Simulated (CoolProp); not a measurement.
Properties of sulfur dioxide along the isotherm 367.2 K.

Model: reference Helmholtz-energy equation of state, Gao 2016, in CoolProp.

| p (MPa) | phase | cp (kJ/(kg K)) | cv (kJ/(kg K)) | speed of sound (m/s) |
|---|---|---|---|---|
| 0.438 | gas | 0.7074 | 0.5527 | 238.3 |
| 0.876 | gas | 0.7635 | 0.5765 | 232.7 |
| 1.31 | gas | 0.8328 | 0.6030 | 226.6 |
| 1.75 | gas | 0.9245 | 0.6337 | 219.9 |
| 2.19 | gas | 1.053 | 0.6698 | 212.2 |
| 2.63 | liquid | 1.643 | 0.8106 | 554.6 |
| 3.07 | liquid | 1.632 | 0.8091 | 560.8 |
| 3.51 | liquid | 1.622 | 0.8076 | 566.9 |
| 3.94 | liquid | 1.612 | 0.8063 | 572.7 |
